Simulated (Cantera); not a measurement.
An isothermal, constant-pressure homogeneous reactor starts with 2.38 % C₂H₆, 97.6 % N₂, at 1348 K and 13300 Pa.

Cantera simulation using GRI-Mech 3.0 (53 species, 325 reactions); the numbers are that mechanism's predictions, not measurements. GRI-Mech 3.0 stops at C3 and has no aromatics, soot or wall deposition, so with more carbon than oxygen in the feed, carbon stays in small species such as C2H2 where larger ones or solid carbon would form.

Predict: x(C₂H₆) at 80.0 s; x(CH₃) at 80.0 s; x(H) at 80.0 s; x(HCN) at 80.0 s; x(H₂) at 80.0 s.


| Quantity | Value |
|---|---|
| x(C₂H₆) at 80.0 s | 3.36e-7 (gas-phase equilibrium 1.07e-8) |
| x(CH₃) at 80.0 s | 2.13e-6 (gas-phase equilibrium 3.13e-7) |
| x(H) at 80.0 s | 1.02e-6 (gas-phase equilibrium 1.35e-6) |
| x(HCN) at 80.0 s | 5.32e-8 (gas-phase equilibrium 0.0323) |
| x(H₂) at 80.0 s | 0.0392 (gas-phase equilibrium 0.0446) |
